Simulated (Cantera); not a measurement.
A closed system holds: 1 mol SiH₂Cl₂, 0.011 mol Cl₂, a varied amount of H₂, held at 802 °C and 13300 Pa.

Equilibrium computed with Cantera from the NASA thermochemical tables; the gas is ideal and each condensed phase is pure. Candidate condensed phases: Si; 19 gas species. The tables' values for SiCl₃ are old estimates; treat these amounts as uncertain. Equilibrium is a limit: real reactors are often held back by kinetics, nucleation or transport.

x: gas mole fraction; n: condensed amount in mol.

```
n(H₂) (mol)   x H₂    x HCl   x SiCl₄  x SiHCl₃   x SiCl₃  x SiCl₂  x SiH₂Cl₂  n Si(s)
-----------  -----  -------  --------  --------  --------  -------  ---------  -------
11           0.937   0.0244    0.0237    0.0113   0.00136      ___   0.000631    0.519
15           0.949   0.0225    0.0167   0.00876   0.00105      ___   0.000537    0.534
22           0.961   0.0202    0.0105   0.00623  0.000741      ___   0.000431    0.557
32           0.970   0.0179   0.00643   0.00432  0.000512      ___   0.000340    0.588
47           0.977   0.0157   0.00369   0.00286  0.000338      ___   0.000260    0.628
68           0.982   0.0135   0.00204   0.00184  0.000217      ___   0.000194    0.675
99           0.986   0.0114   0.00103   0.00111  0.000130      ___   0.000138    0.731
140          0.989  0.00955  0.000499  0.000642   7.54e-5      ___    9.66e-5    0.788
210          0.992  0.00745  0.000184  0.000304   3.56e-5      ___    5.88e-5    0.853
300          0.994  0.00576   6.54e-5  0.000140   1.64e-5      ___    3.52e-5    0.902
430          0.996  0.00429   2.01e-5   5.79e-5   6.78e-6      ___    1.95e-5    0.939
630          0.997  0.00305   5.12e-6   2.08e-5   2.43e-6      ___    9.86e-6    0.964
```

Q: Some entries are withheld; supply them.

A: 
- 11, x SiCl₂: 0.00124
- 15, x SiCl₂: 0.00104
- 22, x SiCl₂: 0.000827
- 32, x SiCl₂: 0.000647
- 47, x SiCl₂: 0.000490
- 68, x SiCl₂: 0.000365
- 99, x SiCl₂: 0.000259
- 140, x SiCl₂: 0.000180
- 210, x SiCl₂: 0.000109
- 300, x SiCl₂: 6.52e-5
- 430, x SiCl₂: 3.62e-5
- 630, x SiCl₂: 1.82e-5
